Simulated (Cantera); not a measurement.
Gas activation for diamond growth

An isothermal, constant-pressure homogeneous reactor starts with 3.84 % CH4, 95.9 % H2, 0.240 % CO2, at 1923 K and 57.8 Torr.

Detailed kinetics in Cantera: GRI-Mech 3.0 (53 species, 325 reactions). GRI-Mech 3.0 stops at C3 and has no aromatics, soot or wall deposition, so with more carbon than oxygen in the feed, carbon stays in small species such as C2H2 where larger ones or solid carbon would form.

```csv
t (s),x CH4,x H2,x CO2,x HCO,x CO,x CH2O
0.000100,0.0383,0.959,0.00240,1.04e-12,1.34e-6,3.81e-10
0.000398,0.0379,0.959,0.00238,1.23e-10,2.12e-5,1.17e-8
0.00158,0.0362,0.958,0.00209,1.82e-9,0.000299,5.06e-8
0.00631,0.0274,0.960,0.000712,2.37e-9,0.00168,4.09e-8
0.0251,0.0125,0.967,6.40e-6,1.12e-9,0.00239,1.53e-8
0.100,0.00357,0.972,1.27e-6,5.50e-10,0.00253,4.55e-9
0.398,0.00103,0.973,1.15e-6,4.00e-10,0.00303,1.11e-9
1.58,0.000497,0.974,5.31e-7,4.61e-10,0.00406,2.96e-10
6.31,0.000248,0.975,9.94e-9,5.10e-10,0.00459,1.43e-10
25.1,0.000238,0.975,9.68e-12,5.11e-10,0.00460,1.41e-10
100,0.000238,0.975,9.68e-12,5.11e-10,0.00460,1.41e-10
```
x: mole fraction; the columns are a selection and need not sum to one.

Equilibrium at this temperature and pressure: CH4 0.000238, H2 0.975, CO2 9.71e-12, HCO 5.11e-10, CO 0.00460, CH2O 1.41e-10 (gas phase only).
